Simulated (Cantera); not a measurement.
Feed: 1 mol MgO, 5.1 mol Cl2, equilibrated at 727 °C and 0.100 bar.

These are equilibrium values from Cantera (NASA tables, ideal gas, pure condensed phases), not measurements of a reactor. Candidate condensed phases: Mg, MgCl2, MgO; 11 gas species. Kinetics and transport are ignored.

Base state: Cl2 0.989, O2 0.00819, MgCl2 0.00190, Cl 0.00122 (mole fractions); condensed: MgCl2(l) + MgO(s).

What changes in the equilibrium state with this change: pressure from 0.100 bar to 0.360 bar?


```json
[
 {"species": "Cl2", "before": "0.989", "after": "0.970"},
 {"species": "O2", "before": "0.00819", "after": "0.0284"},
 {"species": "Cl", "before": "0.00122", "after": "0.000638"},
 {"species": "MgCl2", "before": "0.00190", "after": "0.000529"},
 {"species": "MgCl2(l), mol", "before": "0.0734", "after": "0.279"},
 {"species": "MgO(s), mol", "before": "0.917", "after": "0.718"}
]
```

What changes in the equilibrium state with this change: temperature from 727 °C to 500 °C?


| species | before | after |
|---|---|---|
| Cl2 | 0.989 | 0.934 |
| O2 | 0.00819 | 0.0659 |
| Cl | 0.00122 | 1.50e-5 |
| MgCl2 | 0.00190 | 4.54e-7 |
| MgCl2(l), mol | 0.0734 | 0 |
| MgO(s), mol | 0.917 | 0.370 |
| MgCl2(s), mol | 0 | 0.630 |
